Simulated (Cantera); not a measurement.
Charge: 1 mol SiCl4, 15 mol NH3, 0.22 mol H2, equilibrated at 1702 °C and 75.0 Torr.

These are equilibrium values from Cantera (NASA tables, ideal gas, pure condensed phases), not measurements of a reactor. Candidate condensed phases: NH4Cl, Si, Si3N4; 28 gas species. The tables' values for SiCl, SiCl3, SiN are old estimates; treat these amounts as uncertain. Gases not in the tables: Si2H6 and higher silanes. Rates play no part.

Base state: H2 0.663, N2 0.232, HCl 0.0777, SiCl2 0.0225, H 0.00352, SiCl 0.000328, Si 0.000323, Cl 0.000309 (mole fractions); condensed: Si(l).

What changes in the equilibrium state with this change: 0.27 mol O2 added?


```json
[
 {"species": "H2", "before": "0.663", "after": "0.643"},
 {"species": "N2", "before": "0.232", "after": "0.228"},
 {"species": "HCl", "before": "0.0777", "after": "0.0938"},
 {"species": "SiO", "before": "0", "after": "0.0164"},
 {"species": "SiCl2", "before": "0.0225", "after": "0.0135"},
 {"species": "Si2N", "before": "1.83e-5", "after": "2.92e-6"},
 {"species": "SiH2", "before": "6.09e-5", "after": "2.37e-5"},
 {"species": "SiH", "before": "5.99e-5", "after": "2.37e-5"},
 {"species": "SiN", "before": "1.36e-5", "after": "5.42e-6"},
 {"species": "Si", "before": "0.000323", "after": "0.000130"},
 {"species": "Si(l), mol", "before": "0.241", "after": "0"}
]
```
The tables' values for SiCl, SiCl3 are old estimates; treat these amounts as uncertain. Further candidate phases: H2O, SiO2, Si2N2O.

What changes in the equilibrium state with this change: temperature from 1702 °C to 1652 °C?


```csv
species,before,after
H2,0.663,0.664
N2,0.232,0.232
HCl,0.0777,0.0766
H,0.00352,0.00246
SiCl2,0.0225,0.0231
Si,0.000323,0.000174
SiH,5.99e-5,3.65e-5
SiN,1.36e-5,8.32e-6
"Si(l), mol",0.241,0.230
```
The tables' values for SiCl, SiCl3 are old estimates; treat these amounts as uncertain.
